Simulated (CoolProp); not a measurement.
Vapour-liquid equilibrium of ethanol (1) + ethylbenzene (2) at 461.6 K; x and y are mole fractions of (1).

The numbers come from the multi-fluid Helmholtz-energy mixture model, Schroeder 2014 and Zhou 2012; pair parameters Bell 2016 in CoolProp.

Give the bubble pressure and the first vapour's composition at x = 0.15, 0.35, 0.85. Is there an azeotrope?

x = 0.15: 975.0 kPa, y = 0.643; x = 0.35: 1441 kPa, y = 0.770; x = 0.85: 2144 kPa, y = 0.927. No azeotrope shows between x = 0.05 and 0.95.

The pair parameters rest on a limited set of measurements; away from them the model extrapolates. With so large a gap from Raoult's law the liquid may split in two, which this calculation doesn't test in full.
